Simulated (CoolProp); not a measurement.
Values from CoolProp's reference Helmholtz-energy equation of state, Schroeder 2014.

Question: For ethanol, give the phase and the density (kg/m³), cp (kJ/(kg K)), speed of sound (m/s), expansivity (1/kK) at 386.8 K and 4030 kPa.

Answer: 
- 386.8 K and 4030 kPa: liquid; density 705, cp 3.31, speed of sound 880, expansivity 1.62
